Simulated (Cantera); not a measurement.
A perfectly stirred reactor is fed with 2.58 % CH₄, 95.5 % H₂, 1.91 % H, at 21000 Pa; it is held at 2025 K, and followed from long to short residence time.

Detailed kinetics in Cantera: GRI-Mech 3.0 (53 species, 325 reactions). GRI-Mech 3.0 stops at C3 and has no aromatics, soot or wall deposition, so with more carbon than oxygen in the feed, carbon stays in small species such as C2H2 where larger ones or solid carbon would form.

x: mole fraction; the columns are a selection and need not sum to one.

```json
[
 {"τ (s)": "19", "x CH₄": "0.000422", "x H₂": "0.983", "x H": "0.00419", "x C₂H₄": "1.50e-5", "x CH₃": "3.53e-5"},
 {"τ (s)": "4.5", "x CH₄": "0.000676", "x H₂": "0.983", "x H": "0.00420", "x C₂H₄": "1.49e-5", "x CH₃": "5.66e-5"},
 {"τ (s)": "1.1", "x CH₄": "0.00125", "x H₂": "0.982", "x H": "0.00420", "x C₂H₄": "1.48e-5", "x CH₃": "0.000104"},
 {"τ (s)": "0.26", "x CH₄": "0.00244", "x H₂": "0.982", "x H": "0.00421", "x C₂H₄": "1.50e-5", "x CH₃": "0.000205"},
 {"τ (s)": "0.063", "x CH₄": "0.00465", "x H₂": "0.981", "x H": "0.00424", "x C₂H₄": "[?]", "x CH₃": "0.000394"},
 {"τ (s)": "0.015", "x CH₄": "0.00835", "x H₂": "0.978", "x H": "0.00436", "x C₂H₄": "[?]", "x CH₃": "0.000729"},
 {"τ (s)": "0.0036", "x CH₄": "0.0130", "x H₂": "0.975", "x H": "0.00477", "x C₂H₄": "[?]", "x CH₃": "0.00124"},
 {"τ (s)": "0.00086", "x CH₄": "0.0169", "x H₂": "0.972", "x H": "0.00588", "x C₂H₄": "[?]", "x CH₃": "0.00199"}
]
```

What belongs in the gaps?


- 0.063, x C₂H₄: 1.72e-5
- 0.015, x C₂H₄: 2.62e-5
- 0.0036, x C₂H₄: 4.96e-5
- 0.00086, x C₂H₄: 8.96e-5
